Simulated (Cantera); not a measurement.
# Equilibrium for hydrogen reduction and annealing atmospheres: Nb₂O₅ + H₂ + H₂O

A closed system holds: 1 mol Nb₂O₅, 62 mol H₂, 8 mol H₂O, at 42.0 mbar.

These are equilibrium values from Cantera (NASA tables, ideal gas, pure condensed phases), not measurements of a reactor. Candidate condensed phases: H₂O, Nb, NbO, NbO₂, Nb₂O₅; 12 gas species. Mutual solubility and eutectic melting of coexisting phases are not modelled. Condensed phases not in the tables: the oxides between NbO₂ and Nb₂O₅. Rates play no part.

```tsv
T (K)	x H₂	x H₂O	x H	x NbO₂	x OH	n Nb₂O₅(s)	n NbO₂(s)	n NbO₂(l)
1148	0.886	0.114	3.29e-7	<1e-12	2.54e-10	1.00	0	0
1298	0.886	0.114	4.92e-6	<1e-12	8.22e-9	1.00	0	0
1448	0.886	0.114	4.23e-5	2.23e-10	1.30e-7	1.00	0	0
1598	0.880	0.119	0.000244	2.30e-8	1.29e-6	0.634	0.731	0
1748	0.870	0.128	0.00104	8.40e-7	8.96e-6	0	2.00	0
1898	0.868	0.128	0.00355	1.70e-5	4.30e-5	0	2.00	0
2048	0.862	0.128	0.0101	0.000218	0.000164	0	1.98	0
2198	0.846	0.126	0.0250	0.00184	0.000518	0	0	1.87
```
x: gas mole fraction; n: condensed amount in mol.

From 1148 K to 1448 K the condensed part is Nb₂O₅(s). At 1598 K the condensed part is NbO₂(s) + Nb₂O₅(s). From 1748 K to 2048 K the condensed part is NbO₂(s). At 2198 K the condensed part is NbO₂(l).
